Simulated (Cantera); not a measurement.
**Low-pressure radical oxidation in H2/O2**

An isothermal, constant-pressure homogeneous reactor starts with H2 : O2 = 0.0088 : 1 (molar parts), equivalence ratio 0.0044, at 1325 K and 300 Pa.

Cantera simulation using GRI-Mech 3.0 (53 species, 325 reactions); the numbers are that mechanism's predictions, not measurements. Radical loss at walls, strong at low pressure, is not modelled.

| t (s) | x H2 | x O2 | x H | x O | x HO2 | x OH |
|---|---|---|---|---|---|---|
| 0.000100 | 0.00872 | 0.991 | 1.02e-9 | 5.12e-10 | 1.52e-9 | 5.08e-10 |
| 0.000374 | 0.00872 | 0.991 | 1.92e-9 | 4.19e-9 | 5.67e-9 | 4.04e-9 |
| 0.00140 | 0.00872 | 0.991 | 4.09e-9 | 2.75e-8 | 2.12e-8 | 2.43e-8 |
| 0.00523 | 0.00872 | 0.991 | 3.66e-8 | 4.09e-7 | 7.92e-8 | 3.28e-7 |
| 0.0196 | 0.00767 | 0.990 | 6.21e-5 | 0.000705 | 1.80e-7 | 0.000520 |
| 0.0731 | 3.11e-5 | 0.983 | 0.000258 | 0.00774 | 1.09e-7 | 0.000981 |
| 0.273 | 3.02e-5 | 0.983 | 0.000247 | 0.00753 | 1.07e-7 | 0.000968 |
| 1.02 | 2.74e-5 | 0.984 | 0.000213 | 0.00679 | 1.02e-7 | 0.000923 |
| 3.82 | 1.97e-5 | 0.986 | 0.000128 | 0.00481 | 8.62e-8 | 0.000783 |
| 14.3 | 7.87e-6 | 0.989 | 3.14e-5 | 0.00188 | 5.22e-8 | 0.000495 |
| 53.5 | 1.41e-6 | 0.991 | 2.35e-6 | 0.000332 | 1.84e-8 | 0.000210 |
| 200 | 1.71e-7 | 0.991 | 9.86e-8 | 3.99e-5 | 7.00e-9 | 7.33e-5 |
x: mole fraction; the columns are a selection and need not sum to one.

Equilibrium at this temperature and pressure: H2 2.17e-8, O2 0.991, H 4.42e-9, O 5.04e-6, HO2 1.05e-8, OH 2.61e-5 (gas phase only).
